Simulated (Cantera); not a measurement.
An isothermal, constant-pressure homogeneous reactor starts with CH4 : H2O = 1 : 1.5 (molar parts), at 2100 K and 0.290 bar. Integrator tolerance rtol = 1e-08.

Model: GRI-Mech 3.0 (53 species, 325 reactions), integrated in Cantera.

Q: What does this change do: temperature 2100 to 1500 K?

A: 
```csv
quantity,before,after
x(CH4) at 30.0 s,1.15e-9 (gas-phase equilibrium 1.36e-9),0.0306 (gas-phase equilibrium 2.40e-7)
x(H2O) at 30.0 s,0.104 (gas-phase equilibrium 0.104),0.214 (gas-phase equilibrium 0.0992)
x(CO2) at 30.0 s,0.00676 (gas-phase equilibrium 0.00676),0.0186 (gas-phase equilibrium 0.0119)
x(H2) at 30.0 s,0.669 (gas-phase equilibrium 0.669),0.571 (gas-phase equilibrium 0.679)
x(CH2O) at 30.0 s,1.69e-8 (gas-phase equilibrium 1.69e-8),6.68e-8 (gas-phase equilibrium 1.82e-8)
x(H) at 30.0 s,0.00477 (gas-phase equilibrium 0.00477),2.44e-5 (gas-phase equilibrium 2.71e-5)
x(C2H) at 30.0 s,<1e-12 (gas-phase equilibrium <1e-12),2.89e-9 (gas-phase equilibrium <1e-12)
```
